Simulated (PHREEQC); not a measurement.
Consider water at 25 °C with 0.2 mol/kgw NaBr. Closed to the air; pH follows from the charge balance.

The numbers come from PHREEQC with the Pitzer model, pitzer.dat.

No solid was allowed to form.

Estimate the activity of water, specific conductance, osmotic coefficient.

activity of water 0.993; specific conductance 19800 µS/cm; osmotic coefficient 0.928.

Species that the database lacks are ignored.
